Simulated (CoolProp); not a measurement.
Properties of o-xylene along the isobar 1.01 bar.

Computed with CoolProp (reference Helmholtz-energy equation of state, Zhou 2012).

```csv
T (°C),phase,density (kg/m³),Prandtl number
153.75,gas,3.157,0.653
169.85,gas,3.023,0.655
185.95,gas,2.902,0.659
202.05,gas,2.791,0.662
218.15,gas,2.690,0.666
234.15,gas,2.598,0.671
250.25,gas,2.512,0.675
266.35,gas,2.432,0.680
282.45,gas,2.358,0.684
298.55,gas,2.288,0.689
314.65,gas,2.222,0.694
330.75,gas,2.161,0.699
346.85,gas,2.103,0.703
```

Viscosity comes from a separate model (Cao 2016). Thermal conductivity comes from a separate model (Mylona 2014).
